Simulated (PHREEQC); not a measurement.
1 kg of water holding 0.063 mol CaCl2 and 0.43 mol NaCl is evaporated at 25 °C; the solids stay in contact with the brine. CO2 from the air is kept out. The run lets Halite, Portlandite precipitate or redissolve, and no other solid.

All values are PHREEQC results (Pitzer model, pitzer.dat), not measurements.

```
water left (kg)  ionic strength  water activity  Halite (mol)  Ca in solution (mol/kgw)  Na in solution (mol/kgw)
---------------  --------------  --------------  ------------  ------------------------  ------------------------
1                         0.619           0.983             0                    0.0630                     0.430
0.8219                    0.753           0.979             0                    0.0767                     0.523
0.5552                     1.11           0.969             0                     0.113                     0.774
0.4563                     1.36           0.961             0                     0.138                     0.942
0.3082                     2.01           0.941             0                     0.204                      1.40
0.2533                     2.44           0.927             0                     0.249                      1.70
0.1711                     3.62           0.886             0                     0.368                      2.51
0.1407                     4.40           0.855             0                     0.448                      3.06
0.09502                    6.51           0.766             0                     0.663                      4.53
0.07809                    7.20           0.739        0.0571                     0.807                      4.78
0.06418                    7.44           0.736         0.142                     0.982                      4.49
0.04335                    8.11           0.724         0.268                      1.45                      3.75
0.03564                    8.58           0.714         0.313                      1.77                      3.28
0.02407                    9.98           0.678         0.379                      2.62                      2.13
0.01979                    11.1           0.644         0.400                      3.18                      1.51
0.01337                    14.6           0.509         0.424                      4.71                     0.483
0.01099                    17.4           0.400         0.428                      5.73                     0.208
```

Halite from water left = 0.07809 kg.
